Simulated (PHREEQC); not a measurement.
Solution (25 °C and 50 atm): 0.0014 mol NaCl, 0.0064 mol MnCl2 and 0.015 mol MgCl2 per kg of water. Closed to the air; pH follows from the charge balance.

The numbers come from PHREEQC with the ion-association model, phreeqc.dat.

Each row changes one thing in this solution. This is a speciation only: nothing precipitates in the calculation.

```json
[
 {"case": "as made", "pH": "6.48", "ionic strength (mol/kgw)": "0.0646", "SI of Halite (NaCl)": "-5.98"},
 {"case": "MnCl2 left out", "pH": "6.71", "ionic strength (mol/kgw)": "0.0464", "SI of Halite (NaCl)": "-6.10"},
 {"case": "diluted 100-fold with water", "pH": "6.95", "ionic strength (mol/kgw)": "0.000656", "SI of Halite (NaCl)": "-9.81"},
 {"case": "temperature from 25 to 10 °C", "pH": "6.77", "ionic strength (mol/kgw)": "0.0646", "SI of Halite (NaCl)": "-5.97"},
 {"case": "MgCl2 from 0.015 to 0.003 mol/kgw", "pH": "6.49", "ionic strength (mol/kgw)": "0.0290", "SI of Halite (NaCl)": "-6.27"},
 {"case": "MnCl2 from 0.0064 to 0.064 mol/kgw", "pH": "6.15", "ionic strength (mol/kgw)": "0.217", "SI of Halite (NaCl)": "-5.54"},
 {"case": "MgCl2 left out", "pH": "6.49", "ionic strength (mol/kgw)": "0.0202", "SI of Halite (NaCl)": "-6.41"}
]
```

Complexes and solids missing from the database can't appear. Under pressure, the constants of complexes without a molar volume in the database are unreliable. Constants without temperature data keep their 25 °C values here.
